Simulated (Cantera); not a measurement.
## Adiabatic ignition

An adiabatic, constant-volume homogeneous reactor starts with CH4 : C2H6 : O2 : N2 = 1 : 0.071 : 2.71 : 10.2 (molar parts), at 998 K and 1.00 atm.

Computed with Cantera and GRI-Mech 3.0 (53 species, 325 reactions). Below about 1000 K GRI-Mech 3.0 lacks low-temperature oxidation paths.

```tsv
t (s)	T (K)	P (bar)	x CH4	x C2H6	x O2	x CH2O	x CO2
2.00e-6	998	1.01	0.0715	0.00508	0.194	<1e-12	<1e-12
6.32e-6	998	1.01	0.0715	0.00508	0.194	<1e-12	<1e-12
2.00e-5	998	1.01	0.0715	0.00508	0.194	<1e-12	<1e-12
6.32e-5	998	1.01	0.0715	0.00508	0.194	6.49e-12	<1e-12
0.000200	998	1.01	0.0715	0.00508	0.194	6.42e-11	<1e-12
0.000632	998	1.01	0.0715	0.00508	0.194	6.16e-10	<1e-12
0.00200	998	1.01	0.0715	0.00508	0.194	5.51e-9	<1e-12
0.00632	998	1.01	0.0715	0.00508	0.194	4.48e-8	<1e-12
0.0200	998	1.01	0.0715	0.00508	0.194	5.22e-7	5.65e-12
0.0632	999	1.01	0.0714	0.00504	0.194	6.42e-5	8.94e-9
0.200	2682	2.78	<1e-12	<1e-12	0.0338	1.27e-10	0.0616
0.632	2682	2.78	<1e-12	<1e-12	0.0338	1.27e-10	0.0616
2.00	2682	2.78	<1e-12	<1e-12	0.0338	1.27e-10	0.0616
```
x: mole fraction; the columns are a selection and need not sum to one.

```yaml
time_of_steepest_temperature_rise: 0.132 s
temperature at 2.00 s: 2682 K
equilibrium_temperature: 2682 K
x(CH4) at 2.00 s: <1e-12 (gas-phase equilibrium <1e-12)
x(C2H6) at 2.00 s: <1e-12 (gas-phase equilibrium <1e-12)
x(O2) at 2.00 s: 0.0338 (gas-phase equilibrium 0.0338)
```
